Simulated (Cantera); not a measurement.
Input: 1 mol Fe₂O₃, 1800 mol H₂, 4.3 mol H₂O, held at 2.50 bar.

Method: chemical equilibrium by Gibbs-energy minimisation in Cantera with the NASA 1993 tables (ideal gas, pure condensed phases). Candidate condensed phases: Fe, FeO, Fe(OH)₂, Fe(OH)₃, Fe₂O₃, Fe₃O₄, H₂O; 12 gas species. Kinetics and transport are ignored.

Task: Which condensed phases are stable at each of these points (T (K)): 950, 1050, 1150, 1250, 1350, 1450, 1550, 1650, 1750, 1850, 1950?

Result: 
```json
[
 {"T (K)": "950", "condensed phases": "Fe(α)", "Fe condensed (%)": "100.0"},
 {"T (K)": "1050", "condensed phases": "Fe(α)", "Fe condensed (%)": "100.0"},
 {"T (K)": "1150", "condensed phases": "Fe(α)", "Fe condensed (%)": "100.0"},
 {"T (K)": "1250", "condensed phases": "Fe(γ)", "Fe condensed (%)": "100.0"},
 {"T (K)": "1350", "condensed phases": "Fe(γ)", "Fe condensed (%)": "100.0"},
 {"T (K)": "1450", "condensed phases": "Fe(γ)", "Fe condensed (%)": "100.0"},
 {"T (K)": "1550", "condensed phases": "Fe(γ)", "Fe condensed (%)": "100.0"},
 {"T (K)": "1650", "condensed phases": "Fe(γ)", "Fe condensed (%)": "99.9"},
 {"T (K)": "1750", "condensed phases": "Fe(δ)", "Fe condensed (%)": "99.5"},
 {"T (K)": "1850", "condensed phases": "Fe(l)", "Fe condensed (%)": "97.9"},
 {"T (K)": "1950", "condensed phases": "Fe(l)", "Fe condensed (%)": "92.6"}
]
```

From 950 K to 1150 K the condensed part is Fe(α). From 1250 K to 1650 K the condensed part is Fe(γ). At 1750 K the condensed part is Fe(δ). From 1850 K to 1950 K the condensed part is Fe(l).
